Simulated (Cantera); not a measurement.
A perfectly stirred reactor is fed with C2H6 : N2 = 1 : 35 (molar parts), at 0.0267 bar; it is held at 1800 K, and followed from long to short residence time.

Model: GRI-Mech 3.0 (53 species, 325 reactions), integrated in Cantera. GRI-Mech 3.0 stops at C3 and has no aromatics, soot or wall deposition, so with more carbon than oxygen in the feed, carbon stays in small species such as C2H2 where larger ones or solid carbon would form. Radical loss at walls, strong at low pressure, is not modelled.

Problem. What does this change do: 1.5 parts H2O added?

Solution. 
```
quantity                  before     after
----------------------  --------  --------
x(C2H6) at τ = 0.870 s   5.47e-6   5.13e-6
x(C2H) at τ = 0.870 s    2.97e-6   1.32e-6
x(C2H4) at τ = 0.870 s   3.34e-5   3.69e-5
x(CH2) at τ = 0.870 s    3.80e-6   3.11e-6
x(HCN) at τ = 0.870 s   0.000457  0.000223
x(C2H6) at τ = 33.0 ms  0.000128  0.000115
x(C2H) at τ = 33.0 ms    3.87e-6   3.00e-6
x(C2H4) at τ = 33.0 ms  0.000617  0.000571
x(CH2) at τ = 33.0 ms    1.77e-5   1.67e-5
x(HCN) at τ = 33.0 ms   0.000102   7.53e-5
```
